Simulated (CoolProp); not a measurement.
R507A at several states: fugacity coefficient from the reference equation and from simpler models built on Tc = 70.6 °C, pc = 3705 kPa, ω = 0.286; each cubic takes its own stable root.

Model: reference Helmholtz-energy equation of state, Lemmon 2003, in CoolProp. It is a pseudo-pure fit of the blend.

| T (°C) | p (kPa) | phase | reference |
|---|---|---|---|
| 174.05 | 62.4 | gas | 0.9976 |
| 64.45 | 9580 | liquid | 0.2923 |
| -4.75 | 2610 | liquid | 0.1942 |
| 118.45 | 2640 | gas | 0.8444 |

Q: How far does each simpler model (Redlich-Kwong, Soave-Redlich-Kwong, Peng-Robinson) lie from the reference over these 4 states: mean and median of the absolute difference, and the worst?

A: 
- Redlich-Kwong: mean 13.1 %, median 5.5 %, worst +41.1 % at -4.75 °C and 2610 kPa
- Soave-Redlich-Kwong: mean 3.5 %, median 2.7 %, worst +8.9 % at 64.45 °C and 9580 kPa
- Peng-Robinson: mean 1.1 %, median 1.2 %, worst +2.1 % at 64.45 °C and 9580 kPa
